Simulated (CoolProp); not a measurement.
A Linde-Hampson liquefier for nitrogen: isothermal reversible compression at 200 K from 1 atm to 25 MPa, throttling to 1 atm, return gas leaving the recuperator 10 K below the feed. Each further row changes one setting.

Computed with CoolProp (reference Helmholtz-energy equation of state, Span 2000).

```
case                        liquid yield per pass  compression work (kJ/kg of gas)
--------------------------  ---------------------  -------------------------------
as stated                                   0.226                              309
high pressure 50 MPa                        0.222                              358
warm-end temperature 230 K                  0.153                              366
warm-end gap 15 K                           0.213                              309
```
